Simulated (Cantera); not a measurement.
A closed system holds: 1 mol SiH2Cl2, 15 mol NH3, held at 1477 °C.

Equilibrium computed with Cantera from the NASA thermochemical tables; the gas is ideal and each condensed phase is pure. Candidate condensed phases: NH4Cl, Si, Si3N4; 28 gas species. The tables' values for SiCl, SiN are old estimates; treat these amounts as uncertain. Gases not in the tables: Si2H6 and higher silanes. The numbers say what is thermodynamically allowed, not how fast it happens.

At 5.00e-5 bar, list the 7 most abundant gas species with their mole fractions, and the condensed phases.

H2 0.672, N2 0.226, HCl 0.0440, H 0.0270, Si 0.0217, SiCl2 0.00693, Cl 0.00136. Condensed: gas only.
